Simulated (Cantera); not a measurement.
A perfectly stirred reactor is fed with C₂H₆ : O₂ : N₂ : H₂O = 1 : 7.61 : 67 : 1.5 (molar parts), equivalence ratio 0.46, at 1.01 bar; it is adiabatic with a 575 K inlet, and is followed from long to short residence time, starting on the burning branch (τ in s: 0.48, 0.22, 0.098, 0.044, 0.02, 0.0089, 0.004, 0.0018, 0.00082, 0.00037, 0.00017, 7.5e-05, 3.4e-05).

Detailed kinetics in Cantera: GRI-Mech 3.0 (53 species, 325 reactions).

### Question
Predict: blow-out, bracketed by the residence times tried; x(C₂H₆) at τ = 0.480 s; x(O₂) at τ = 0.480 s; x(H₂O) at τ = 0.480 s; x(NO₂) at τ = 0.480 s; x(C₂H₆) at τ = 4.00 ms; x(O₂) at τ = 4.00 ms; x(H₂O) at τ = 4.00 ms.

### Answer
```json
{
 "blow_out_bracketed_by_the_residence_times_tried": "burning at 0.480 s, out at 0.220 s",
 "x(C₂H₆) at τ = 0.480 s": "4.97e-5",
 "x(O₂) at τ = 0.480 s": "0.0549",
 "x(H₂O) at τ = 0.480 s": "0.0573",
 "x(NO₂) at τ = 0.480 s": "2.02e-9",
 "x(C₂H₆) at τ = 4.00 ms": "0.0130",
 "x(O₂) at τ = 4.00 ms": "0.0987",
 "x(H₂O) at τ = 4.00 ms": "0.0195"
}
```
